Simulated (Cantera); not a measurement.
Feed: 1 mol Al₂O₃, 0.63 mol Cl₂, 0.7 mol H₂, at 2.30 Pa.

Cantera equilibrium calculation (NASA polynomials, part measured and part estimated; ideal gas, pure solids and liquids). Candidate condensed phases: Al, AlCl₃, Al₂O₃, H₂O; 29 gas species. The tables' values for AlCl₂ are old estimates; treat these amounts as uncertain. Rates play no part.

x: gas mole fraction; n: condensed amount in mol.

```
T (°C)  x HCl    x H₂      x Cl       x H     x H₂O  n Al₂O₃(s)
------  -----  ------  --------  --------  --------  ----------
777     0.947  0.0526   6.37e-6   3.88e-7   8.36e-5       1.000
827     0.947  0.0526   1.99e-5   1.24e-6  0.000116       1.000
877     0.947  0.0527   5.65e-5   3.57e-6  0.000157       1.000
927     0.947  0.0527  0.000147   9.45e-6  0.000207       1.000
977     0.946  0.0528  0.000355   2.32e-5  0.000266       1.000
1027    0.946  0.0530       [?]       [?]       [?]       1.000
1077    0.944  0.0534   0.00169  0.000115  0.000417       1.000
1127    0.941  0.0541   0.00338  0.000236  0.000511       1.000
1177    0.937  0.0554       [?]       [?]       [?]       1.000
1227    0.929  0.0575    0.0115  0.000880  0.000759       1.000
1277    0.916  0.0609    0.0195   0.00162  0.000944       1.000
```

**Question.** Fill in the missing entries.

**Answer.** 
- 1177, x Cl: 0.00639
- 1177, x H: 0.000464
- 1177, x H₂O: 0.000622
- 1027, x Cl: 0.000799
- 1027, x H: 5.31e-5
- 1027, x H₂O: 0.000336
